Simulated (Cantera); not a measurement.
A perfectly stirred reactor is fed with 4.51 % CH₄, 0.677 % CO, 19.9 % O₂, 74.9 % N₂, equivalence ratio 0.47, at 36000 Pa; it is adiabatic with a 450 K inlet, and is followed from long to short residence time, starting on the burning branch (τ in s: 0.042, 0.018, 0.0074, 0.0031, 0.0013, 0.00056, 0.00023, 9.9e-05, 4.2e-05, 1.8e-05, 7.4e-06, 3.1e-06).

Detailed kinetics in Cantera: GRI-Mech 3.0 (53 species, 325 reactions).

Task: Predict: blow-out, bracketed by the residence times tried; x(CH₄) at τ = 42.0 ms; x(CO) at τ = 42.0 ms; x(O₂) at τ = 42.0 ms; x(NO) at τ = 42.0 ms; x(OH) at τ = 42.0 ms; x(CH₄) at τ = 0.230 ms; x(CO) at τ = 0.230 ms; x(O₂) at τ = 0.230 ms.

Result: 
| Property | Result |
|---|---|
| blow-out, bracketed by the residence times tried | burning at 1.30 ms, out at 0.560 ms |
| x(CH₄) at τ = 42.0 ms | 4.47e-5 |
| x(CO) at τ = 42.0 ms | 0.00115 |
| x(O₂) at τ = 42.0 ms | 0.106 |
| x(NO) at τ = 42.0 ms | 2.03e-6 |
| x(OH) at τ = 42.0 ms | 0.00138 |
| x(CH₄) at τ = 0.230 ms | 0.0451 |
| x(CO) at τ = 0.230 ms | 0.00677 |
| x(O₂) at τ = 0.230 ms | 0.199 |
